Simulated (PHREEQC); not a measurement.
A solution holds 0.039 mol/kgw KNO3, at 35 °C. Closed to the air; pH follows from the charge balance.

Equilibrium calculation in PHREEQC: ion-association model, phreeqc.dat.

The ionic strength comes out as 0.0390 mol/kgw. The specific conductance is 6160 µS/cm.

```csv
species,molality,activity,log γ
K+,0.0390,0.0322,-0.083
NO3-,0.0390,0.0320,-0.086
H+,1.71e-7,1.48e-7,-0.065
OH-,1.71e-7,1.41e-7,-0.083
```

No solid was allowed to form.
